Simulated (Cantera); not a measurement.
A perfectly stirred reactor is fed with H₂ : O₂ : N₂ : NO = 1 : 0.417 : 4.58 : 0.01 (molar parts), at 1.00 bar; it is adiabatic with a 750 K inlet, and is followed from long to short residence time, starting on the burning branch (τ in s: 0.03, 0.013, 0.0061, 0.0028, 0.0013, 0.00057, 0.00026, 0.00012, 5.3e-05).

Detailed kinetics in Cantera: GRI-Mech 3.0 (53 species, 325 reactions). The mechanism lacks 2 NO + O2 → 2 NO2 and HONO, so NO2 and the effect of NO are under-described below about 1400 K.

x: mole fraction; the columns are a selection and need not sum to one.

```
τ (s)    T (K)    x H₂      x O₂      x NO       x O    x NO₂   x H₂O₂    x HO₂
-------  -----  ------  --------  --------  --------  -------  -------  -------
0.030     1769  0.0285  0.000259  0.000977   7.31e-5  9.28e-9  4.23e-8  1.48e-7
0.013     1751  0.0287  0.000490   0.00124  0.000153  1.59e-8  7.50e-8  2.78e-7
0.0061    1728  0.0291  0.000866   0.00145  0.000291  2.41e-8  1.23e-7  4.85e-7
0.0028    1694  0.0296   0.00151   0.00160  0.000536  3.45e-8  2.03e-7  8.40e-7
0.0013    1650  0.0304   0.00249   0.00168  0.000919  4.58e-8  3.28e-7  1.40e-6
0.00057   1585  0.0316   0.00403   0.00172   0.00150  5.85e-8  5.41e-7  2.37e-6
0.00026   1507  0.0334   0.00617   0.00174   0.00218  7.10e-8  8.37e-7  3.89e-6
0.00012   1414       …         …   0.00173   0.00281        …        …        …
5.3e-5       …       …         …   0.00172   0.00298        …        …        …
```

### Question
What belongs in the gaps?

### Answer

- 0.00012, x H₂: 0.0375
- 0.00012, x O₂: 0.00952
- 0.00012, x NO₂: 8.50e-8
- 0.00012, x H₂O₂: 1.17e-6
- 0.00012, x HO₂: 6.60e-6
- 5.3e-5, T (K): 1288
- 5.3e-5, x H₂: 0.0519
- 5.3e-5, x O₂: 0.0174
- 5.3e-5, x NO₂: 1.08e-7
- 5.3e-5, x H₂O₂: 1.42e-6
- 5.3e-5, x HO₂: 1.36e-5
